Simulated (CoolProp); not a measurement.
The fluid at 443.42 K and 1.52 MPa expands adiabatically to 0.262 MPa with isentropic efficiency 0.9. The same conditions are run with several fluids, on thermodynamics alone (safety and materials aside).

Model: reference Helmholtz-energy equation of state of each fluid (R142b: Lemmon 2006; R123: Younglove 1994; propane: Lemmon 2009; isobutene: Lemmon 2005), in CoolProp.

```
fluid      work (kJ/kg)  final temperature (K)  final density (kg/m³)
---------  ------------  ---------------------  ---------------------
R142b               ___                  383.3                   8.50
R123               31.8                  387.7                   13.0
propane             117                  382.6                    ___
isobutene           ___                  389.2                    ___
```

Some entries are withheld; supply them.


- R142b, work (kJ/kg): 50.3
- propane, final density (kg/m³): 3.70
- isobutene, work (kJ/kg): 90.5
- isobutene, final density (kg/m³): 4.68
